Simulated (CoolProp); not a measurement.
Aqueous ethylene glycol as a coolant, 11 % by mass, freezing at -3.7 °C, 1 atm.

The numbers come from the Melinder's fits for secondary coolants in CoolProp.

| T (°C) | viscosity (mPa s) | cp (kJ/(kg K)) | density (kg/m³) | Prandtl number |
|---|---|---|---|---|
| -1.2 | 2.52 | 4.020 | 1015 | ___ |
| 8.7 | 1.81 | 4.025 | 1014 | 13.7 |
| 18.7 | 1.35 | 4.031 | ___ | 9.99 |
| 28.6 | 1.05 | ___ | ___ | ___ |
| 38.6 | 0.844 | 4.049 | 1006 | 5.97 |

Task: Fill in the missing entries.

Result: 
- -1.2, Prandtl number: 19.6
- 18.7, density (kg/m³): 1012
- 28.6, cp (kJ/(kg K)): 4.039
- 28.6, density (kg/m³): 1010
- 28.6, Prandtl number: 7.60
